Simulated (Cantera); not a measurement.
Transport properties of process gases

Gas mixture: O2 = 0.49 (molar parts), at 0.263 Torr, frozen composition.

Cantera's kinetic-theory transport with the Lennard-Jones parameters of GRI-Mech 3.0, ideal gas; thermal conductivity in the mixture-averaged form.

| T (K) | ρ (kg/m³) | cp (J/kg/K) | μ (µPa s) | λ (mW/m/K) | Pr | D (cm²/s) CH4 | D (cm²/s) N2 | D (cm²/s) C2H2 |
|---|---|---|---|---|---|---|---|---|
| 400 | 0.000337 | 941.4 | 25.6 | 33.9 | 0.713 | 1090 | 1000 | 811 |
| 500 | 0.000269 | 971.4 | 30.0 | 41.1 | 0.709 | 1610 | 1470 | 1200 |
| 600 | 0.000224 | 1003 | 34.1 | 48.2 | 0.709 | 2200 | 2000 | 1650 |
| 700 | 0.000192 | 1031 | 37.8 | 55.0 | 0.709 | 2860 | 2600 | 2150 |
| 800 | 0.000168 | 1055 | 41.4 | 61.4 | 0.710 | 3580 | 3250 | 2710 |
| 900 | 0.000150 | 1074 | 44.7 | 67.6 | 0.710 | 4370 | 3960 | 3300 |
| 1000 | 0.000135 | 1090 | 47.9 | 73.6 | 0.710 | 5220 | 4720 | 3950 |
| 1100 | 0.000122 | 1103 | 51.0 | 79.4 | 0.709 | 6120 | 5530 | 4630 |
D: mixture-averaged diffusion coefficient of that species in the mixture.
